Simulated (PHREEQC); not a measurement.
Consider water at 25 °C with 1.8 mol KOH and 0.00031 mol K2CO3 per kg of water. Closed to the air; pH follows from the charge balance.

Model: ion-association model, wateq4f.dat, run in PHREEQC.

Precipitation was switched off in this run.

### Question
Estimate the pH, activity of water.

### Answer
pH 14.01; activity of water 0.939.

The ionic strength is past about 0.7 mol/kgw, beyond the range of this activity model, so the values are rough.
